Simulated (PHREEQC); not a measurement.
Dissolve 0.93 mol/kgw HCl, 0.027 mol/kgw FeSO4 and 0.00052 mol/kgw MnSO4 at 25 °C. Closed to the air; pH follows from the charge balance.

All values are PHREEQC results (ion-association model, phreeqc.dat), not measurements.

Question: The ionic strength comes out as 0.977 mol/kgw. What activity coefficients do MnCl3-, MnCl+, HSO4-, H+, Mn+2 get?

Answer: MnCl3- 0.64, MnCl+ 0.64, HSO4- 0.79, H+ 0.74, Mn+2 0.21.

Precipitation was switched off in this run. Caution: at this ionic strength the ion-association model is outside its range; a Pitzer model would be the better tool where its parameters exist.
